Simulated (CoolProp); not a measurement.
Properties of chlorine at several states.

Computed with CoolProp (reference Helmholtz-energy equation of state, Thol 2021).

```tsv
T (°C)	p (MPa)	phase	density (kg/m³)	cp (kJ/(kg K))	isothermal compressibility (1/MPa)	expansivity (1/kK)	fugacity coefficient
-95.15	1.6	liquid	1730	0.9454	0.0005971	1.542	0.001517
-46.75	0.721	liquid	1600	0.9374	0.0009396	[?]	[?]
164.85	6.91	gas	197.3	1.105	0.2425	8.071	0.7603
79.55	1.42	gas	38.70	0.6145	0.8052	4.192	[?]
106.95	20	liquid	1203	1.019	0.004355	2.743	0.2230
```

**Question.** Complete the blanks.

**Answer.** 
- -46.75, expansivity (1/kK): 1.698
- -46.75, fugacity coefficient: 0.07705
- 79.55, fugacity coefficient: 0.8989
